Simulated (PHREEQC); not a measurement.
Consider water at 25 °C with 0.3 mol/kgw HNO3. Closed to the air; pH follows from the charge balance.

All values are PHREEQC results (ion-association model, wateq4f.dat), not measurements.

No solid was allowed to form.

### Question
Estimate the pH, activity of water.

### Answer
pH 0.63; activity of water 0.990.

Species that the database lacks are ignored.
